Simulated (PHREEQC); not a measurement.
Phosphoric acid bath: an equilibrium model

Solution (25 °C): 58 mmol/kgw KH2PO4, 3.9 mmol/kgw HCl and 0.72 mmol/kgw NiSO4. Closed to the air; pH follows from the charge balance.

The numbers come from PHREEQC with the ion-association model, wateq4f.dat.

Each row changes one thing in this solution. This is a speciation only: nothing precipitates in the calculation.

| case | pH | ionic strength (mol/kgw) | H2PO4- (mol/kgw) | H3PO4 (mol/kgw) | SO4-2 (mol/kgw) | KSO4- (mol/kgw) |
|---|---|---|---|---|---|---|
| as made | 3.29 | 0.0612 | 0.0547 | 0.00330 | 0.000588 | 0.000102 |
| HCl replaced by CaCl2 at the same molality | 4.48 | 0.0693 | 0.0561 | 0.000218 | 0.000565 | 9.40e-5 |
| temperature from 25 to 80 °C | 3.50 | 0.0608 | 0.0545 | 0.00351 | 0.000497 | 0.000176 |
| NiSO4 replaced by Fe2(SO4)3 at the same molality | 3.29 | 0.0644 | 0.0533 | 0.00325 | 0.00180 | 0.000306 |
| NiSO4 from 0.00072 to 0.00108 mol/kgw | 3.29 | 0.0625 | 0.0547 | 0.00329 | 0.000874 | 0.000150 |
| temperature from 25 to 35 °C | 3.33 | 0.0611 | 0.0546 | 0.00335 | 0.000572 | 0.000116 |
| KH2PO4 from 0.058 to 0.087 mol/kgw | 3.44 | 0.0900 | 0.0835 | 0.00348 | 0.000569 | 0.000130 |
| KH2PO4 from 0.058 to 0.58 mol/kgw | 3.99 | 0.583 | 0.573 | 0.00518 | 0.000414 | 0.000302 |

Some of these states are supersaturated (in Strengite, Hematite (slow to form), for instance). H3PO4, which wateq4f.dat lacks, is added to it with the constant of phreeqc.dat. Constants without temperature data keep their 25 °C values here. The database has no phosphate complexes of Ni.
